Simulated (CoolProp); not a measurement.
Vapour-liquid equilibrium of propane (1) + cyclohexane (2) at 48.95 °C; x and y are mole fractions of (1).

Model: multi-fluid Helmholtz-energy mixture model, Lemmon 2009 and Zhou 2014; pair parameters Bell 2016, in CoolProp.

```csv
x,"bubble pressure, mixture model (MPa)","bubble pressure, Raoult's law (MPa)","y, mixture model","y, Raoult's law"
0.05,0.1239,0.1169,0.723,0.716
0.15,0.2993,0.2808,0.890,0.894
0.25,0.4689,0.4448,0.933,0.941
0.35,0.6310,0.6087,0.953,0.963
0.45,0.7858,0.7727,0.965,0.975
0.55,0.9347,0.9367,0.973,0.983
0.65,1.081,1.101,0.979,0.989
0.75,1.229,1.265,0.985,0.993
0.85,1.387,1.429,0.990,0.996
0.95,1.568,1.593,0.996,0.999
```

The largest gap from Raoult's law is +6.6 % in bubble pressure, at x = 0.15. No azeotrope shows between x = 0.05 and 0.95.

The pair parameters rest on a limited set of measurements; away from them the model extrapolates. The gap from Raoult's law changes sign with composition, which may be real or a fault of the pair parameters; it wasn't checked against measurements.
